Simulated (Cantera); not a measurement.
**Sublimation and decomposition of ceramics: MgO + H₂**

Feed: 1 mol MgO, 0.079 mol H₂, at 0.300 bar.

Cantera equilibrium calculation (NASA polynomials, part measured and part estimated; ideal gas, pure solids and liquids). Candidate condensed phases: H₂O, Mg, MgO, Mg(OH)₂; 15 gas species. The tables' values for MgH are old estimates; treat these amounts as uncertain. The numbers say what is thermodynamically allowed, not how fast it happens.

From 1825 K to 2725 K the condensed part is MgO(s). The main Mg-bearing gas is Mg throughout.

```
T (K)   x H₂     x Mg    x H₂O       x H      x OH    x MgOH     x MgO  n MgO(s)
-----  -----  -------  -------  --------  --------  --------  --------  --------
1825   0.996  0.00179  0.00180  0.000802   1.02e-7   1.61e-6   1.58e-9     1.000
1925   0.990  0.00404  0.00407   0.00174   6.17e-7   6.70e-6   1.49e-8     1.000
2025   0.980  0.00837  0.00844   0.00348   3.13e-6   2.40e-5   1.12e-7     0.999
2125   0.961   0.0161   0.0162   0.00650   1.36e-5   7.57e-5   6.94e-7     0.999
2225   0.930   0.0289   0.0291    0.0114   5.16e-5  0.000213   3.65e-6     0.998
2325   0.882   0.0486   0.0489    0.0189  0.000174  0.000539   1.66e-5     0.996
2425   0.813   0.0771   0.0773    0.0295  0.000531   0.00124   6.62e-5     0.993
2525   0.721    0.115    0.115    0.0435   0.00147   0.00261  0.000236     0.989
2625   0.606    0.162    0.159    0.0604   0.00377   0.00500  0.000765     0.983
2725   0.477    0.215    0.206    0.0787   0.00892   0.00875   0.00226     0.975
```
x: gas mole fraction; n: condensed amount in mol.
